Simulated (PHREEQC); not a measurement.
NH3 is added in steps, without added water, to 1 kg of water holding 0.0033 mol HF and 0.00012 mol Na2B4O7, at 25 °C. Oxygen is held at 0.21 atm. No CO2 enters from the air. No solid was allowed to form.

Base run: PHREEQC, ion-association model, phreeqc.dat. Each further column changes one thing. The table gives HF (mol/kgw).

```json
[
 {"NH3 added (mol)": "0", "base": "0.00165", "metal-ligand complexes left out": "0.00165", "Davies equation for every ion": "0.00165", "database wateq4f.dat": "0.00164", "all activity coefficients set to 1": "0.00168"},
 {"NH3 added (mol)": "0.0009", "base": "0.00129", "metal-ligand complexes left out": "0.00129", "Davies equation for every ion": "0.00129", "database wateq4f.dat": "0.00128", "all activity coefficients set to 1": "0.00131"},
 {"NH3 added (mol)": "0.0018", "base": "0.000836", "metal-ligand complexes left out": "0.000836", "Davies equation for every ion": "0.000835", "database wateq4f.dat": "0.000834", "all activity coefficients set to 1": "0.000852"},
 {"NH3 added (mol)": "0.003", "base": "4.66e-5", "metal-ligand complexes left out": "4.66e-5", "Davies equation for every ion": "4.66e-5", "database wateq4f.dat": "4.66e-5", "all activity coefficients set to 1": "4.76e-5"},
 {"NH3 added (mol)": "0.0039", "base": "1.07e-8", "metal-ligand complexes left out": "1.07e-8", "Davies equation for every ion": "1.07e-8", "database wateq4f.dat": "1.07e-8", "all activity coefficients set to 1": "1.13e-8"},
 {"NH3 added (mol)": "0.0048", "base": "5.13e-9", "metal-ligand complexes left out": "5.13e-9", "Davies equation for every ion": "5.14e-9", "database wateq4f.dat": "5.15e-9", "all activity coefficients set to 1": "5.45e-9"},
 {"NH3 added (mol)": "0.0057", "base": "3.38e-9", "metal-ligand complexes left out": "3.38e-9", "Davies equation for every ion": "3.38e-9", "database wateq4f.dat": "3.39e-9", "all activity coefficients set to 1": "3.59e-9"},
 {"NH3 added (mol)": "0.0066", "base": "2.52e-9", "metal-ligand complexes left out": "2.52e-9", "Davies equation for every ion": "2.52e-9", "database wateq4f.dat": "2.52e-9", "all activity coefficients set to 1": "2.68e-9"},
 {"NH3 added (mol)": "0.0078", "base": "1.88e-9", "metal-ligand complexes left out": "1.88e-9", "Davies equation for every ion": "1.88e-9", "database wateq4f.dat": "1.88e-9", "all activity coefficients set to 1": "2.00e-9"},
 {"NH3 added (mol)": "0.0087", "base": "1.58e-9", "metal-ligand complexes left out": "1.58e-9", "Davies equation for every ion": "1.58e-9", "database wateq4f.dat": "1.58e-9", "all activity coefficients set to 1": "1.68e-9"},
 {"NH3 added (mol)": "0.0096", "base": "1.36e-9", "metal-ligand complexes left out": "1.36e-9", "Davies equation for every ion": "1.36e-9", "database wateq4f.dat": "1.37e-9", "all activity coefficients set to 1": "1.45e-9"}
]
```

Real BF4- forms and hydrolyses slowly; the run takes it at equilibrium. phreeqc.dat and wateq4f.dat share most of their constants, so their agreement is no independent check.
